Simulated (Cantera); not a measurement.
A closed system holds: 1 mol C6H6, 2.9 mol NH3, 68 mol H2, at 39.0 mbar.

Method: chemical equilibrium by Gibbs-energy minimisation in Cantera with the NASA 1993 tables (ideal gas, pure condensed phases). Candidate condensed phases: C, C6H6, C7H8, C8H18; 92 gas species. The numbers say what is thermodynamically allowed, not how fast it happens. All values below are at 2048 K.

Base state: H2 0.968, N2 0.0175, H 0.0112, HCN 0.00231, C2H2 (acetylene) 0.00101, HNC 0.000143, CH4 1.37e-5 (mole fractions); condensed: C(graphite).

Question: What changes in the equilibrium state with this change: pressure from 39.0 mbar to 1.10 mbar?

Answer: 
```
species             before     after
----------------  --------  --------
H2                   0.968     0.915
H                   0.0112    0.0646
N2                  0.0175    0.0171
CH4                1.37e-5   3.45e-7
C2H2 (acetylene)   0.00101  0.000959
HCN                0.00231   0.00222
HNC               0.000143  0.000137
C(graphite), mol      5.65      5.66
```

Question: What changes in the equilibrium state with this change: pressure from 39.0 mbar to 28.0 bar?

Answer: 
| species | before | after |
|---|---|---|
| H2 | 0.968 | 0.968 |
| N2 | 0.0175 | 0.0178 |
| CH4 | 1.37e-5 | 0.00984 |
| H | 0.0112 | 0.000416 |
| NH3 | 9.14e-8 | 6.61e-5 |
| C2H4 | 1.99e-7 | 0.000143 |
| C(graphite), mol | 5.65 | 4.88 |

Question: What changes in the equilibrium state with this change: 0.23 mol H2O added?

Answer: 
| species | before | after |
|---|---|---|
| H2 | 0.968 | 0.965 |
| N2 | 0.0175 | 0.0174 |
| H | 0.0112 | 0.0111 |
| CO | 0 | 0.00296 |
| CH4 | 1.37e-5 | 1.36e-5 |
| HNC | 0.000143 | 0.000142 |
| C(graphite), mol | 5.65 | 5.42 |
Further candidate phases: H2O.
